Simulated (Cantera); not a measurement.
An adiabatic, constant-pressure homogeneous reactor starts with 12.1 % CH3OH, 18.5 % O2, 69.5 % N2, equivalence ratio 0.98, at 1450 K and 101000 Pa.

Computed with Cantera and GRI-Mech 3.0 (53 species, 325 reactions). GRI-Mech 3.0 was tuned for natural gas; its chemistry of methanol as a main component is partial and can be far from experiment.

Task: Predict: time of steepest temperature rise; temperature at 0.900 s; equilibrium temperature; x(O2) at 0.900 s; x(H2O) at 0.900 s; x(H) at 0.900 s.

Result: 
- time of steepest temperature rise = 0.368 ms
- temperature at 0.900 s = 2686 K
- equilibrium temperature = 2686 K
- x(O2) at 0.900 s = 0.0224 (gas-phase equilibrium 0.0224)
- x(H2O) at 0.900 s = 0.187 (gas-phase equilibrium 0.187)
- x(H) at 0.900 s = 0.00708 (gas-phase equilibrium 0.00708)
